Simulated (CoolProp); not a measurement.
Properties of the fluoroketone C6F12O (FK-5-1-12) along the isobar 318 kPa (Tc = 168.7 °C, pc = 1869 kPa, ω = 0.471).

Model: reference Helmholtz-energy equation of state, McLinden 2015, in CoolProp.

```tsv
T (°C)	phase	density (kg/m³)	cp (kJ/(kg K))	cv (kJ/(kg K))	isothermal compressibility (1/MPa)
131.85	gas	32.70	0.9891	0.9470	3.468
138.15	gas	32.01	0.9939	0.9530	3.445
144.55	gas	31.35	0.9989	0.9591	(withheld)
150.85	gas	30.74	1.004	0.9652	3.404
157.15	gas	30.15	1.009	0.9714	3.387
163.55	gas	29.59	1.015	0.9777	3.371
169.85	gas	29.06	1.020	0.9839	3.357
176.15	gas	28.55	1.026	(withheld)	3.343
182.55	gas	28.05	1.032	0.9967	3.331
188.85	gas	27.59	1.038	1.003	3.320
195.15	gas	27.14	1.044	1.009	3.310
201.55	gas	26.70	1.050	1.016	3.301
207.85	gas	26.29	1.056	1.022	3.292
214.15	gas	25.89	1.062	1.029	(withheld)
220.55	gas	25.50	1.068	1.035	3.276
226.85	gas	25.12	1.074	1.041	3.269
```

### Question
What belongs in the gaps?

### Answer

- 144.55, isothermal compressibility (1/MPa): 3.423
- 176.15, cv (kJ/(kg K)): 0.9902
- 214.15, isothermal compressibility (1/MPa): 3.284
